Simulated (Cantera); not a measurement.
What does this Cantera script print?

```python
import numpy as np
import cantera as ct

gas = ct.Solution("gri30.yaml")


def delay(T, t_max=10):
    gas.TPX = T, 100000, {'CH4': 1, 'H2': 0.064, 'O2': 1.56, 'N2': 5.88}
    reactor = ct.IdealGasReactor(gas, clone=False)
    net = ct.ReactorNet([reactor])
    net.rtol, net.atol = 1e-8, 1e-16
    while net.time < t_max:
        t_old, T_old = net.time, reactor.T
        net.step()
        if reactor.T > T + 400:  # ignition: a rise of 400 K
            return t_old + (T + 400 - T_old) / (reactor.T - T_old) * (net.time - t_old)
    return np.nan


taus = []
for T in [1275, 1350, 1425, 1500, 1575, 1650, 1725, 1800, 1875]:
    taus.append(delay(T))
    print(f"T0 = {T:6g} K   tau = {taus[-1]:.4e} s")
```

Output:

```
T0 =   1275 K   tau = 1.0064e-02 s
T0 =   1350 K   tau = 4.2237e-03 s
T0 =   1425 K   tau = 1.8777e-03 s
T0 =   1500 K   tau = 8.9586e-04 s
T0 =   1575 K   tau = 4.6169e-04 s
T0 =   1650 K   tau = 2.5617e-04 s
T0 =   1725 K   tau = 1.5153e-04 s
T0 =   1800 K   tau = 9.4530e-05 s
T0 =   1875 K   tau = 6.1649e-05 s
```

Computed with Cantera and GRI-Mech 3.0 (53 species, 325 reactions).
